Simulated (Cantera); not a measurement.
A closed system holds: 1 mol SiCl4, 1.2 mol Cl2, 1.4 mol H2, at 1600 K and 975 Torr.

These are equilibrium values from Cantera (NASA tables, ideal gas, pure condensed phases), not measurements of a reactor. Candidate condensed phases: Si; 19 gas species. The tables' values for SiCl3 are old estimates; treat these amounts as uncertain. The numbers say what is thermodynamically allowed, not how fast it happens.

Base state: HCl 0.686, SiCl4 0.250, H2 0.0398, SiCl3 0.0189, SiCl2 0.00354, SiHCl3 0.00209, Cl 0.000130 (mole fractions); condensed: gas only.

Q: What changes in the equilibrium state with this change: 0.022 mol O2 added?

A: 
| species | before | after |
|---|---|---|
| HCl | 0.686 | 0.702 |
| SiCl4 | 0.250 | 0.247 |
| H2 | 0.0398 | 0.0305 |
| SiCl3 | 0.0189 | 0.0160 |
| H2O | 0 | 4.05e-5 |
| SiO | 0 | 1.49e-5 |
| SiCl2 | 0.00354 | 0.00256 |
| SiHCl3 | 0.00209 | 0.00155 |
| Cl | 0.000130 | 0.000152 |
| SiO2(β-quartz), mol | 0 | 0.0219 |
The tables hold silica as quartz up to 1696 K and as liquid above; real silica turns to tridymite and cristobalite and melts near 1996 K. Further candidate phases: H2O, SiO2.

Q: What changes in the equilibrium state with this change: Cl2 from 1.2 to 2.7 mol?

A: 
```json
[
 {"species": "HCl", "before": "0.686", "after": "0.536"},
 {"species": "Cl2", "before": "1.81e-6", "after": "0.226"},
 {"species": "SiCl4", "before": "0.250", "after": "0.192"},
 {"species": "H2", "before": "0.0398", "after": "1.95e-7"},
 {"species": "SiCl3", "before": "0.0189", "after": "4.11e-5"},
 {"species": "Cl", "before": "0.000130", "after": "0.0458"},
 {"species": "SiHCl3", "before": "0.00209", "after": "1.00e-8"},
 {"species": "SiCl2", "before": "0.00354", "after": "2.17e-8"}
]
```

Q: What changes in the equilibrium state with this change: Cl2 from 1.2 to 2.4 mol?

A: 
```
species    before    after
-------  --------  -------
HCl         0.686    0.571
SiCl4       0.250    0.204
Cl2       1.81e-6    0.183
H2         0.0398  2.72e-7
SiCl3      0.0189  4.86e-5
Cl       0.000130   0.0413
SiHCl3    0.00209  1.40e-8
SiCl2     0.00354  2.86e-8
```
